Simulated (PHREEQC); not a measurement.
## Brine with hard or scaling water: an equilibrium model

Solution A (53 mmol/kgw LiBr and 160 mmol/kgw KCl) is mixed with solution B (0.0027 mol MgCl2, 0.0045 mol NaHCO3 and 9.1e-05 mol KCl per kg of water) at 16 °C; shares are by mass of water, 1 kg in all. Oxygen alone is held at its pressure in air (log pO2 = -0.68). No CO2 enters from the air. Only these solids could form: Brucite, Nesquehonite, Halite, Nahcolite, Natron.

The numbers come from PHREEQC with the ion-association model, wateq4f.dat.

```csv
share of solution B,pH,Mg+2 (mol/kgw)
0,7.13,0
0.05,8.09,0.000135
0.1,8.12,0.000269
0.2,8.14,0.000537
0.25,8.14,0.000671
0.3,8.14,0.000804
0.35,8.15,0.000937
0.4,8.15,0.00107
0.45,8.15,0.00120
0.55,8.16,0.00146
0.6,8.16,0.00159
0.65,8.16,0.00172
0.7,8.16,0.00185
0.75,8.17,0.00198
0.8,8.17,0.00211
0.9,8.17,0.00235
0.95,8.17,0.00247
1,8.17,0.00259
```
